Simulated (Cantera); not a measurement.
## Equilibrium for silicon nitride deposition: SiF4 + NH3 + H2

Charge: 1 mol SiF4, 2.3 mol NH3, 0.61 mol H2.

Equilibrium computed with Cantera from the NASA thermochemical tables; the gas is ideal and each condensed phase is pure. Candidate condensed phases: Si, Si3N4; 37 gas species. The tables' values for SiF2, SiF3 are old estimates. Kinetics and transport are ignored.

### Question
Map the stable condensed phases over T = 1125, 1175, 1225, 1275, 1325, 1375, 1425, 1475, 1525, 1575 K and P in Pa = 5, 21, 85, 350, 1400, 5900, 24000, 100000.

### Answer
```
T in K \ P in Pa
              5     21     85    350   1400   5900  24000 100000
   1575       A      A      A      A      A      A      A      A
   1525       A      A      A      A      A      A      A      A
   1475       A      A      A      A      A      A      A      A
   1425       A      A      A      A      A      A      A      A
   1375       A      A      A      A      A      A      A      A
   1325       A      A      A      A      A      A      A      A
   1275       A      A      A      A      A      B      B      A
   1225       A      A      A      B      B      B      B      A
   1175       A      A      B      B      B      B      B      B
   1125       A      B      B      B      B      B      B      B
```
A: gas only; B: Si3N4.
